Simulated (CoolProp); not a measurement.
Vapour-liquid equilibrium of n-butane (1) + acetone (2) at 1.19 MPa; x and y are mole fractions of (1).

Model: multi-fluid Helmholtz-energy mixture model, Bücker 2006 and Lemmon 2006; pair parameters Bell 2016, in CoolProp.

| x | bubble temperature, mixture model (K) | bubble temperature, Raoult's law (K) | y, mixture model | y, Raoult's law |
|---|---|---|---|---|
| 0.05 | 414.1 | 419.8 | 0.197 | 0.146 |
| 0.2 | ? | 405.7 | ? | 0.463 |
| 0.35 | 377.1 | 394.1 | ? | 0.662 |
| 0.5 | 370.6 | 384.4 | 0.766 | 0.793 |
| 0.65 | 366.6 | 376.1 | 0.817 | 0.882 |
| 0.8 | ? | 368.9 | 0.873 | 0.944 |
| 0.95 | ? | 362.7 | 0.958 | 0.988 |

### Question
Fill in the missing entries.

### Answer

- 0.2, bubble temperature, mixture model (K): 389.7
- 0.2, y, mixture model: 0.553
- 0.35, y, mixture model: 0.696
- 0.8, bubble temperature, mixture model (K): 363.5
- 0.95, bubble temperature, mixture model (K): 361.2

The largest gap from Raoult's law is -17.0 K in bubble temperature, at x = 0.35. No azeotrope shows between x = 0.05 and 0.95.

The pair parameters rest on a limited set of measurements; away from them the model extrapolates.
